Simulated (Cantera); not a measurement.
Cantera run:

```python
import numpy as np
import cantera as ct

gas_names = [...]  # 151 gases of nasa_gas.yaml made of C, H, N, O, Si
cond_names = """
    C(gr) C6H6(L) C7H8(L) C8H18(L),n-octa H2O(s) H2O(L) Si(cr) Si(L) SiC(b) SiO2(Lqz) SiO2(hqz) SiO2(L)
    Si2N2O(s) Si3N4(a)
""".split()


# ... load() reads the species with a 1 bar reference pressure and builds the phases ...
atoms = {
    'TEOS': {'Si': 1, 'C': 8, 'H': 20, 'O': 4},
    'CO2': {'C': 1, 'O': 2},
    'N2': {'N': 2},
}
top_T = {'C(gr)': 4500, 'SiC(b)': 3050, 'Si2N2O(s)': 2100, 'Si3N4(a)': 2400}  # K; cautious upper limits of use, not melting points


# ... equilibrate(T, P, feed) seeds the gas with the atoms and calls Mixture.equilibrate('TP', solver="vcs", rtol=1e-11, max_steps=5000) ...
results = []
feed = {'TEOS': 1, 'CO2': 0.89, 'N2': 77}  # mol
P = 13332.2  # Pa
for T in [1050, 1075, 1100, 1125, 1150, 1175, 1200, 1225, 1250, 1275, 1300, 1325]:
    mix = equilibrate(T, P, feed)
    results.append((T, P, feed, dict(zip(mix.species_names, mix.species_moles))))

top = {s: max(r[3][s] / sum(r[3][g] for g in gas_names) for r in results) for s in gas_names}
cols = sorted((s for s in top if top[s] > 1e-06), key=lambda s: -top[s])[:6]
seen = [c for c in cond_names if any(r[3].get(c, 0) > 1e-12 for r in results)]
print("log10 of partial pressures in bar; condensed amounts in mol")
print(f"{'T/K':>10s}" + "".join(f"{s[:9]:>10s}" for s in cols + seen))
for T, P, feed, n in results:
    ng = sum(n[g] for g in gas_names)
    print(f"{T:10.4g}" + "".join(f"{np.log10(max(n[s] / ng * P / 1e5, 1e-99)):10.3f}" for s in cols)
          + "".join(f"{n.get(c, 0):10.4g}" for c in seen))
```

It prints:

```
log10 of partial pressures in bar; condensed amounts in mol
       T/K        N2        H2        CO       H2O       CH4       HCN     C(gr) SiO2(hqz) Si2N2O(s)
      1050    -0.946    -1.834    -2.258    -4.833    -4.911    -6.344     5.116         1         0
      1075    -0.947    -1.834    -2.257    -4.989    -5.014    -6.190     5.113         1         0
      1100    -0.947    -1.834    -2.257    -5.139    -5.112    -6.043     5.111         1         0
      1125    -0.947    -1.834    -2.256    -5.282    -5.207    -5.903      5.11         1         0
      1150    -0.947    -1.833    -2.256    -5.418    -5.298    -5.769     5.109         1         0
      1175    -0.947    -1.833    -2.256    -5.549    -5.385    -5.641     5.108         1         0
      1200    -0.950    -1.835    -2.195    -5.616    -5.472    -5.520     4.518    0.6065    0.1967
      1225    -0.954    -1.838    -2.115    -5.660    -5.558    -5.406     3.607         0       0.5
      1250    -0.954    -1.838    -2.115    -5.776    -5.635    -5.293     3.606         0       0.5
      1275    -0.954    -1.838    -2.115    -5.887    -5.709    -5.184     3.605         0       0.5
      1300    -0.954    -1.838    -2.115    -5.994    -5.781    -5.080     3.604         0       0.5
      1325    -0.954    -1.838    -2.115    -6.096    -5.849    -4.980     3.602         0       0.5
```

Cantera equilibrium calculation (NASA polynomials, part measured and part estimated; ideal gas, pure solids and liquids). The feed counts by its element totals alone. N2 is the only nitrogen source here; it is nearly inert below about 1500 K, so the nitride shown seldom forms there in practice. Mutual solubility and eutectic melting of coexisting phases are not modelled. The tables hold silica as quartz up to 1696 K and as liquid above; real silica turns to tridymite and cristobalite and melts near 1996 K.
